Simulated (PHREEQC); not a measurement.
Consider water at 20 °C with 3.2 mmol/kgw NaHS and 0.19 mmol/kgw Ca(HCO3)2. Closed to the air; pH follows from the charge balance.

All values are PHREEQC results (ion-association model, phreeqc.dat), not measurements.

```
quantity                   before    after
------------------------  -------  -------
pH                           9.01     9.30
ionic strength (mol/kgw)  0.00378  0.00320
H2S (mol/kgw)             2.96e-5  1.53e-5
```

Problem. Which change was made?
A) temperature from 20 to 85 °C
B) temperature from 20 to 65 °C
C) temperature from 20 to 30 °C
D) Ca(HCO3)2 left out
E) NaHS from 0.0032 to 0.0048 mol/kgw

Solution. D, Ca(HCO3)2 left out

No solid was allowed to form.
